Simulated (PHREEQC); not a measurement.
Solution (25 °C): 0.0055 mol/kgw CdCl2. It is in equilibrium with CO2 at log p = -3.4 (atm). Otherwise closed; pH follows from the charge balance.

Computed with PHREEQC (ion-association model, phreeqc.dat).

| quantity | before | after |
|---|---|---|
| pH | 5.57 | 5.57 |
| ionic strength (mol/kgw) | 0.0125 | 0.0123 |
| Cl- (mol/kgw) | 0.00897 | 0.00886 |
| CO2 (mol/kgw) | 1.35e-5 | 6.06e-6 |
| HCO3- (mol/kgw) | 2.48e-6 | 1.27e-6 |

Problem. What was changed between the two runs?
A) temperature from 25 to 65 °C
B) CdCl2 from 0.0055 to 0.011 mol/kgw
C) CdCl2 from 0.0055 to 0.0275 mol/kgw
D) CdCl2 replaced by AlCl3 at the same molality
E) diluted 5-fold with water

Solution. A, temperature from 25 to 65 °C

No solid was allowed to form. Constants without temperature data keep their 25 °C values here.
